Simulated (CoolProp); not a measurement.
Properties of R1224YDZ at several states (Tc = 428.7 K, pc = 33.34 bar, ω = 0.325).

Values from CoolProp's reference Helmholtz-energy equation of state, Akasaka 2023.

```json
[
 {"T (K)": "195.8", "p (bar)": "47.5", "phase": "liquid", "speed of sound (m/s)": "1054", "isothermal compressibility (1/MPa)": "0.0008013", "fugacity coefficient": "9.104e-5"},
 {"T (K)": "189.2", "p (bar)": "3", "phase": "liquid", "speed of sound (m/s)": "1067", "isothermal compressibility (1/MPa)": "0.0007816", "fugacity coefficient": "0.0005694"},
 {"T (K)": "177", "p (bar)": "98.8", "phase": "liquid", "speed of sound (m/s)": "1154", "isothermal compressibility (1/MPa)": "0.0006496", "fugacity coefficient": "7.491e-6"},
 {"T (K)": "379.5", "p (bar)": "6.29", "phase": "gas", "speed of sound (m/s)": "(withheld)", "isothermal compressibility (1/MPa)": "1.808", "fugacity coefficient": "0.9011"},
 {"T (K)": "181.6", "p (bar)": "2.37", "phase": "liquid", "speed of sound (m/s)": "(withheld)", "isothermal compressibility (1/MPa)": "0.0007269", "fugacity coefficient": "(withheld)"}
]
```

Problem. Some entries are withheld; supply them.

Solution. 
- 379.5, speed of sound (m/s): 136.1
- 181.6, speed of sound (m/s): 1102
- 181.6, fugacity coefficient: 0.0003052
